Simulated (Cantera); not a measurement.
**Thermodynamics of silicon epitaxy and polysilicon growth, feed Si2Cl6 + Cl2 + H2**

Input: 1 mol Si2Cl6, 0.0043 mol Cl2, 230 mol H2, equilibrated at 1723.15 K and 47000 Pa.

These are equilibrium values from Cantera (NASA tables, ideal gas, pure condensed phases), not measurements of a reactor. Candidate condensed phases: Si; 19 gas species. The feed counts by its element totals alone. The tables' values for SiCl3 are old estimates; treat these amounts as uncertain. Gases not in the tables: Si2H6 and higher silanes. Rates play no part.

```json
{
 "x(H2)": "0.976",
 "x(HCl)": "0.0222",
 "x(SiCl2)": "0.00175",
 "x(H)": "0.000263",
 "x(SiCl3)": "1.93e-5",
 "x(SiH2)": "1.66e-5",
 "x(SiH2Cl2)": "5.80e-6",
 "x(Cl)": "4.64e-6",
 "x(SiCl)": "4.50e-6",
 "n(Si(l))": "1.58 mol",
 "gas_amount": "233.0 mol"
}
```
